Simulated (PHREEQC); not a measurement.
## Alkaline etch or developer (model solution)

Consider water at 20 °C with 0.22 mol NaOH, 2.4e-05 mol H4SiO4 and 0.00055 mol K2CO3 per kg of water. Closed to the air; pH follows from the charge balance.

Computed with PHREEQC (ion-association model, phreeqc.dat).

Each row changes one thing in this solution. Precipitation was switched off in this run.

```json
[
 {"case": "as made", "pH": "13.36", "CO3-2 (mol/kgw)": "0.000281", "NaCO3- (mol/kgw)": "0.000269", "H2SiO4-2 (mol/kgw)": "1.73e-5", "H3SiO4- (mol/kgw)": "6.67e-6", "HCO3- (mol/kgw)": "1.20e-7", "SI of Quartz (SiO2)": "-4.71"},
 {"case": "K2CO3 from 0.00055 to 0.000275 mol/kgw", "pH": "13.36", "CO3-2 (mol/kgw)": "0.000140", "NaCO3- (mol/kgw)": "0.000135", "H2SiO4-2 (mol/kgw)": "1.73e-5", "H3SiO4- (mol/kgw)": "6.67e-6", "HCO3- (mol/kgw)": "5.99e-8", "SI of Quartz (SiO2)": "-4.71"},
 {"case": "NaOH from 0.22 to 0.022 mol/kgw", "pH": "12.44", "CO3-2 (mol/kgw)": "0.000464", "NaCO3- (mol/kgw)": "8.37e-5", "H2SiO4-2 (mol/kgw)": "4.04e-6", "H3SiO4- (mol/kgw)": "1.99e-5", "HCO3- (mol/kgw)": "2.62e-6", "SI of Quartz (SiO2)": "-3.24"},
 {"case": "temperature from 20 to 15 °C", "pH": "13.54", "CO3-2 (mol/kgw)": "0.000316", "NaCO3- (mol/kgw)": "0.000234", "H2SiO4-2 (mol/kgw)": "1.76e-5", "H3SiO4- (mol/kgw)": "6.42e-6", "HCO3- (mol/kgw)": "1.01e-7", "SI of Quartz (SiO2)": "-4.74"},
 {"case": "NaOH replaced by NaNO3 at the same molality", "pH": "10.14", "CO3-2 (mol/kgw)": "0.000203", "NaCO3- (mol/kgw)": "0.000195", "H2SiO4-2 (mol/kgw)": "2.73e-8", "H3SiO4- (mol/kgw)": "1.72e-5", "HCO3- (mol/kgw)": "0.000142", "SI of Quartz (SiO2)": "-1.08"},
 {"case": "H4SiO4 from 2.4e-05 to 4.8e-05 mol/kgw", "pH": "13.36", "CO3-2 (mol/kgw)": "0.000281", "NaCO3- (mol/kgw)": "0.000269", "H2SiO4-2 (mol/kgw)": "3.47e-5", "H3SiO4- (mol/kgw)": "1.33e-5", "HCO3- (mol/kgw)": "1.20e-7", "SI of Quartz (SiO2)": "-4.41"},
 {"case": "temperature from 20 to 90 °C", "pH": "11.57", "CO3-2 (mol/kgw)": "3.33e-5", "NaCO3- (mol/kgw)": "0.000516", "H2SiO4-2 (mol/kgw)": "1.31e-5", "H3SiO4- (mol/kgw)": "1.08e-5", "HCO3- (mol/kgw)": "4.37e-7", "SI of Quartz (SiO2)": "-4.34"}
]
```

Complexes and solids missing from the database can't appear. Constants without temperature data keep their 25 °C values here.
